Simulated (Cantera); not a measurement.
An isothermal, constant-pressure homogeneous reactor starts with C2H6 : N2 = 1 : 63 (molar parts), at 1875 K and 0.00120 bar. Integrator tolerance rtol = 1e-08.

Computed with Cantera and GRI-Mech 3.0 (53 species, 325 reactions). GRI-Mech 3.0 stops at C3 and has no aromatics, soot or wall deposition, so with more carbon than oxygen in the feed, carbon stays in small species such as C2H2 where larger ones or solid carbon would form. Radical loss at walls, strong at low pressure, is not modelled.

Q: What does this change do: 0.42 parts H2O added?

A: 
```
quantity                                           before                                    after
----------------  ---------------------------------------  ---------------------------------------
x(C2H6) at 300 s    <1e-12 (gas-phase equilibrium <1e-12)    <1e-12 (gas-phase equilibrium <1e-12)
x(CH2) at 300 s   1.19e-9 (gas-phase equilibrium 2.54e-9)  2.20e-9 (gas-phase equilibrium 2.33e-9)
x(CH4) at 300 s   5.79e-9 (gas-phase equilibrium 8.40e-9)  1.88e-8 (gas-phase equilibrium 1.01e-8)
x(HCN) at 300 s   0.000220 (gas-phase equilibrium 0.0266)  0.000771 (gas-phase equilibrium 0.0212)
x(CH3) at 300 s   1.07e-8 (gas-phase equilibrium 1.89e-8)  2.64e-8 (gas-phase equilibrium 1.98e-8)
x(H) at 300 s     0.00268 (gas-phase equilibrium 0.00323)  0.00266 (gas-phase equilibrium 0.00369)
```

Q: What does this change do: pressure from 0.00120 bar to 1.00 bar?

A: 
```csv
quantity,before,after
x(C2H6) at 300 s,<1e-12 (gas-phase equilibrium <1e-12),1.48e-10 (gas-phase equilibrium 2.09e-11)
x(CH2) at 300 s,1.19e-9 (gas-phase equilibrium 2.54e-9),6.86e-9 (gas-phase equilibrium 2.61e-9)
x(CH4) at 300 s,5.79e-9 (gas-phase equilibrium 8.40e-9),1.99e-5 (gas-phase equilibrium 7.59e-6)
x(HCN) at 300 s,0.000220 (gas-phase equilibrium 0.0266),0.00189 (gas-phase equilibrium 0.0266)
x(CH3) at 300 s,1.07e-8 (gas-phase equilibrium 1.89e-8),1.52e-6 (gas-phase equilibrium 5.77e-7)
x(H) at 300 s,0.00268 (gas-phase equilibrium 0.00323),0.000115 (gas-phase equilibrium 0.000115)
```

Q: What does this change do: temperature 1875 to 1550 K?

A: 
```
quantity                                           before                                     after
----------------  ---------------------------------------  ----------------------------------------
x(C2H6) at 300 s    <1e-12 (gas-phase equilibrium <1e-12)   5.62e-10 (gas-phase equilibrium <1e-12)
x(CH2) at 300 s   1.19e-9 (gas-phase equilibrium 2.54e-9)  2.19e-8 (gas-phase equilibrium 7.91e-11)
x(CH4) at 300 s   5.79e-9 (gas-phase equilibrium 8.40e-9)  0.000124 (gas-phase equilibrium 1.60e-7)
x(HCN) at 300 s   0.000220 (gas-phase equilibrium 0.0266)    2.04e-5 (gas-phase equilibrium 0.0252)
x(CH3) at 300 s   1.07e-8 (gas-phase equilibrium 1.89e-8)   7.94e-6 (gas-phase equilibrium 1.70e-8)
x(H) at 300 s     0.00268 (gas-phase equilibrium 0.00323)  9.50e-5 (gas-phase equilibrium 0.000159)
```
